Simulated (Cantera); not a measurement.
A counterflow diffusion flame at 0.410 bar, nozzles 20 mm apart: fuel side 100 % CH4 at 450 K, oxidiser side 19.0 % O2, 81.0 % N2 at 800 K, fuel mass flux 0.87 times the oxidiser's; mixture-averaged transport, no radiation.

Computed with Cantera and GRI-Mech 3.0 (53 species, 325 reactions). GRI-Mech 3.0 has no aromatics or soot, which form on the fuel side of real flames. The maximum strain rate includes the flame's own expansion and is several times the mean.

x: mole fraction; the columns are a selection and need not sum to one.

```json
[
 {"oxidiser flux (kg/m²/s)": "0.1", "max strain (1/s)": "208", "mean strain (1/s)": "52.9", "T max (K)": "2087", "peak x OH": "0.00915", "peak x H": "0.00737", "peak x NO": "0.000256", "peak x CO": "0.0591", "peak x C2H2": "0.0146"},
 {"oxidiser flux (kg/m²/s)": "0.14", "max strain (1/s)": "285", "mean strain (1/s)": "74.1", "T max (K)": "2071", "peak x OH": "0.00890", "peak x H": "0.00757", "peak x NO": "0.000225", "peak x CO": "0.0582", "peak x C2H2": "0.0139"},
 {"oxidiser flux (kg/m²/s)": "0.2", "max strain (1/s)": "[?]", "mean strain (1/s)": "106", "T max (K)": "2055", "peak x OH": "0.00866", "peak x H": "0.00778", "peak x NO": "[?]", "peak x CO": "0.0577", "peak x C2H2": "0.0131"},
 {"oxidiser flux (kg/m²/s)": "0.27", "max strain (1/s)": "527", "mean strain (1/s)": "143", "T max (K)": "2041", "peak x OH": "0.00844", "peak x H": "0.00793", "peak x NO": "0.000162", "peak x CO": "0.0577", "peak x C2H2": "0.0124"},
 {"oxidiser flux (kg/m²/s)": "0.38", "max strain (1/s)": "724", "mean strain (1/s)": "201", "T max (K)": "2018", "peak x OH": "0.00801", "peak x H": "0.00792", "peak x NO": "0.000126", "peak x CO": "0.0578", "peak x C2H2": "0.0111"},
 {"oxidiser flux (kg/m²/s)": "0.52", "max strain (1/s)": "[?]", "mean strain (1/s)": "275", "T max (K)": "1993", "peak x OH": "0.00749", "peak x H": "0.00772", "peak x NO": "[?]", "peak x CO": "0.0580", "peak x C2H2": "[?]"},
 {"oxidiser flux (kg/m²/s)": "0.72", "max strain (1/s)": "1310", "mean strain (1/s)": "381", "T max (K)": "1958", "peak x OH": "0.00676", "peak x H": "0.00723", "peak x NO": "5.96e-5", "peak x CO": "0.0584", "peak x C2H2": "0.00774"}
]
```

Fill in the missing entries.


- 0.2, max strain (1/s): 398
- 0.2, peak x NO: 0.000191
- 0.52, max strain (1/s): 969
- 0.52, peak x NO: 9.25e-5
- 0.52, peak x C2H2: 0.00967
